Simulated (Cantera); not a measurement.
A Cantera script and what it prints.

```python
import numpy as np
import cantera as ct

gas_names = """
    Fe FeO Fe(OH)2 H HO2 H2 H2O H2O2 O OH O2 O3
""".split()
cond_names = """
    Fe(a) Fe(c) Fe(d) Fe(L) FeO(s) FeO(L) Fe(OH)2(s) Fe(OH)3(s) Fe2O3(s) Fe3O4(s) H2O(s) H2O(L)
""".split()


def load(file, names, dense=False):
    # The tables refer to 1 bar. Condensed volumes are neglected.
    table = {s.name: s for s in ct.Species.list_from_file(file)}
    out = []
    for n in names:
        d = dict(table[n].input_data)
        d["thermo"] = dict(d["thermo"], **{"reference-pressure": 1e5})
        if dense:
            d["equation-of-state"] = {"model": "constant-volume", "density": "1e6 g/cm^3"}
        out.append(ct.Species.from_dict(d))
    return out


gas = ct.Solution(thermo="ideal-gas", species=load("nasa_gas.yaml", gas_names))
cond = {s.name: ct.Solution(thermo="fixed-stoichiometry", species=[s], name=s.name)
        for s in load("nasa_condensed.yaml", cond_names, dense=True)}
atoms = {
    'Fe3O4': {'Fe': 3, 'O': 4},
    'H2': {'H': 2},
    'H2O': {'H': 2, 'O': 1},
}
top_T = {'Fe2O3(s)': 1830, 'Fe3O4(s)': 1870}  # K; cautious upper limits of use, not melting points


def equilibrate(T, P, feed):
    n = {}
    for name, mol in feed.items():
        for a, k in atoms[name].items():
            n[a] = n.get(a, 0.0) + k * mol
    gas.TPX = T, P, n
    mass = sum(n.values()) * gas.mean_molecular_weight
    gas.equilibrate("TP")
    valid = [c for c in cond.values() if c.min_temp <= T <= top_T.get(c.name, c.max_temp)]
    mix = ct.Mixture([(gas, mass / gas.mean_molecular_weight)] + [(c, 0.0) for c in valid])
    mix.T, mix.P = T, P
    mix.equilibrate("TP", solver="vcs", rtol=1e-11, max_steps=5000)
    return mix


results = []
T = 2100  # K
P = 56000  # Pa
for m in [0.37, 0.6, 0.96, 1.5, 2.5, 4, 6.5]:
    feed = {'Fe3O4': 1, 'H2': 6.3, 'H2O': m}  # mol
    mix = equilibrate(T, P, feed)
    results.append((T, P, feed, dict(zip(mix.species_names, mix.species_moles))))

top = {s: max(r[3][s] / sum(r[3][g] for g in gas_names) for r in results) for s in gas_names}
cols = sorted((s for s in top if top[s] > 0.001), key=lambda s: -top[s])[:6]
seen = [c for c in cond_names if any(r[3].get(c, 0) > 1e-12 for r in results)]
print("log10 of partial pressures in bar; condensed amounts in mol")
print(f"{'n(H2O)':>10s}" + "".join(f"{s[:9]:>10s}" for s in cols + seen))
for T, P, feed, n in results:
    ng = sum(n[g] for g in gas_names)
    print(f"{feed['H2O']:10.4g}" + "".join(f"{np.log10(max(n[s] / ng * P / 1e5, 1e-99)):10.3f}" for s in cols)
          + "".join(f"{n.get(c, 0):10.4g}" for c in seen))
```

It prints:

```
log10 of partial pressures in bar; condensed amounts in mol
    n(H2O)        H2       H2O         H        Fe     Fe(L)    FeO(L)
      0.37    -0.423    -0.746    -2.718    -2.975    0.7652     2.221
       0.6    -0.423    -0.746    -2.718    -2.975    0.6089     2.377
      0.96    -0.423    -0.746    -2.718    -2.975    0.3641     2.621
       1.5    -0.423    -0.746    -2.718    -2.976         0     2.984
       2.5    -0.475    -0.653    -2.744    -3.121         0     2.986
         4    -0.543    -0.567    -2.778    -3.275         0     2.987
       6.5    -0.638    -0.485    -2.825    -3.450         0     2.987
```

Cantera equilibrium calculation (NASA polynomials, part measured and part estimated; ideal gas, pure solids and liquids). Each liquid is taken as pure. Mutual solubility and eutectic melting of coexisting phases are not modelled. The tables' stoichiometric FeO is somewhat more stable than real wüstite, so its field is too wide. FeO: taken at fixed stoichiometry.
